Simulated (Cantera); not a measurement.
Feed: 1 mol Zr, 0.43 mol H₂O, 46 mol H₂, at 1850 K and 0.540 Pa.

Method: chemical equilibrium by Gibbs-energy minimisation in Cantera with the NASA 1993 tables (ideal gas, pure condensed phases). Candidate condensed phases: H₂O, Zr, ZrO₂; 12 gas species. Mutual solubility and eutectic melting of coexisting phases are not modelled. Condensed phases not in the tables: N, O or C dissolved in the metal. Rates play no part.

**Question.** What is the equilibrium state?

**Answer.** 
```
Quantity                Result
-------------------  ---------
x(H₂)                    0.793
x(H)                     0.206
x(ZrO)                0.000480
x(Zr)                  2.41e-5
n(Zr(β))             0.771 mol
n(ZrO₂(tetragonal))  0.203 mol
gas amount           51.80 mol
```
